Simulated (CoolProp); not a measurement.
A closed Brayton cycle with carbon dioxide: compressor inlet 305.15 K and 8.8 MPa, high pressure 16.9 MPa, turbine inlet 975 K, compressor efficiency 0.8, turbine efficiency 0.9, recuperator effectiveness 0 (on enthalpy, no pinch check). Each further row changes one setting.

Values from CoolProp's reference Helmholtz-energy equation of state, Span 1996.

```tsv
case	thermal efficiency (%)	net work (kJ/kg)	compressor to turbine work	compressor exit (K)	turbine exit (K)
as stated	9.9	91.5	0.13	320.3	887.0
turbine inlet 925 K	9.9	85.8	…	320.3	840.0
compressor inlet 315.15 K	9.9	82.0	…	355.5	887.0
high pressure 14.4 MPa	7.6	…	0.12	316.2	908.1
recuperator effectiveness 0.5	16.0	91.5	0.13	320.3	887.0
```

**Question.** Complete the blanks.

**Answer.** 
- turbine inlet 925 K, compressor to turbine work: 0.14
- compressor inlet 315.15 K, compressor to turbine work: 0.22
- high pressure 14.4 MPa, net work (kJ/kg): 70.7
